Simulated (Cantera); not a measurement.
An adiabatic, constant-pressure homogeneous reactor starts with CH4 : O2 : N2 = 1 : 2.5 : 9.4 (molar parts), equivalence ratio 0.80, at 1575 K and 3750 Torr. Integrator tolerance rtol = 1e-08.

Cantera simulation using GRI-Mech 3.0 (53 species, 325 reactions); the numbers are that mechanism's predictions, not measurements.

```tsv
quantity	before	after
time of steepest temperature rise	0.154 ms	56.6 µs
temperature at 0.400 s	2786 K	2851 K
equilibrium temperature	2786 K	2851 K
x(CH4) at 0.400 s	<1e-12 (gas-phase equilibrium <1e-12)	<1e-12 (gas-phase equilibrium <1e-12)
x(O2) at 0.400 s	0.0377 (gas-phase equilibrium 0.0377)	0.0356 (gas-phase equilibrium 0.0356)
x(CO) at 0.400 s	0.0189 (gas-phase equilibrium 0.0189)	0.0149 (gas-phase equilibrium 0.0149)
x(NO2) at 0.400 s	9.36e-6 (gas-phase equilibrium 9.36e-6)	1.69e-5 (gas-phase equilibrium 1.69e-5)
x(C2H4) at 0.400 s	<1e-12 (gas-phase equilibrium <1e-12)	<1e-12 (gas-phase equilibrium <1e-12)
```

### Question
Name the change that produced these shifts.
A. pressure from 3750 Torr to 12800 Torr
B. pressure from 3750 Torr to 2100 Torr
C. N2 9.4 to 22 parts
D. pressure from 3750 Torr to 353 Torr

### Answer
A, pressure from 3750 Torr to 12800 Torr
